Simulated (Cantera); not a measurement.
A closed system holds: 1 mol B, 2.6 mol NH3, 0.1 mol H2O, at 12.0 Pa.

These are equilibrium values from Cantera (NASA tables, ideal gas, pure condensed phases), not measurements of a reactor. Candidate condensed phases: B, BN, B2O3, B3O3H3, H2O; 39 gas species. Mutual solubility and eutectic melting of coexisting phases are not modelled. Rates play no part.

Problem. Which condensed phases are stable at each of these points (T (K)): 875, 975, 1075, 1175, 1275, 1375, 1475, 1575, 1675?

Solution. 
```tsv
T (K)	condensed phases	B condensed (%)
875	BN(s) + B2O3(l)	100.0
975	BN(s) + B2O3(l)	100.0
1075	BN(s) + B2O3(l)	99.9
1175	BN(s) + B2O3(l)	99.5
1275	BN(s) + B2O3(l)	97.2
1375	BN(s)	92.8
1475	BN(s)	91.2
1575	BN(s)	90.2
1675	BN(s)	90.0
```

From 875 K to 1275 K the condensed part is BN(s) + B2O3(l). From 1375 K to 1675 K the condensed part is BN(s).
